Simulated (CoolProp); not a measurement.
Properties of CH2F2 (R32) along the isotherm 108.05 °C (Tc = 78.1 °C, pc = 5.783 MPa, ω = 0.277).

Computed with CoolProp (reference Helmholtz-energy equation of state, Tillner-Roth 1997).

| p (MPa) | phase | density (kg/m³) | cp (kJ/(kg K)) | cv (kJ/(kg K)) | Joule-Thomson coefficient (K/MPa) |
|---|---|---|---|---|---|
| 0.0914 | gas | 1.507 | 0.9630 | 0.7993 | 11.53 |
| 0.134 | gas | 2.214 | 0.9660 | 0.8004 | 11.52 |
| 0.197 | gas | 3.266 | 0.9705 | 0.8022 | 11.51 |
| 0.289 | gas | 4.814 | 0.9772 | 0.8048 | 11.49 |
| 0.424 | gas | 7.112 | 0.9872 | 0.8086 | 11.46 |
| 0.623 | gas | 10.56 | 1.003 | 0.8143 | 11.43 |
| 0.914 | gas | 15.74 | 1.026 | 0.8227 | 11.37 |
| 1.34 | gas | 23.63 | 1.063 | 0.8355 | 11.28 |
| 1.97 | gas | 36.05 | 1.125 | (withheld) | (withheld) |
| 2.89 | gas | (withheld) | 1.234 | 0.8857 | 10.94 |
| 4.24 | gas | 91.10 | 1.458 | 0.9352 | 10.57 |
| 6.23 | supercritical | 163.0 | 2.084 | 1.021 | 9.719 |
| 9.14 | supercritical | 380.0 | 4.535 | 1.131 | (withheld) |
| 13.4 | supercritical | (withheld) | (withheld) | 1.053 | 1.914 |
| 19.7 | supercritical | 747.8 | 2.084 | 1.028 | 0.7832 |
| 28.9 | supercritical | 830.7 | 1.824 | 1.024 | 0.2947 |

**Question.** Fill in the missing entries.

**Answer.** 
- 1.97, cv (kJ/(kg K)): 0.8551
- 1.97, Joule-Thomson coefficient (K/MPa): 11.15
- 2.89, density (kg/m³): 56.12
- 9.14, Joule-Thomson coefficient (K/MPa): 6.128
- 13.4, density (kg/m³): 632.9
- 13.4, cp (kJ/(kg K)): 2.736

The peak of cp marks the crossing from liquid-like to gas-like fluid above the critical point.
